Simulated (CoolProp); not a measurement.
Values from CoolProp's reference Helmholtz-energy equation of state, Span 1996.

Task: Give the vapour pressure (MPa), vapour density (kg/m³), liquid viscosity (µPa s), vapour viscosity (µPa s) of saturated carbon dioxide at -10.75, -4.15 °C.

Result: 
```csv
T (°C),p (MPa),vapour density (kg/m³),liquid viscosity (µPa s),vapour viscosity (µPa s)
-10.75,2.59,69.5,120,13.6
-4.15,3.12,85.6,108,14.2
```

Viscosity comes from a separate model (Laesecke 2017).
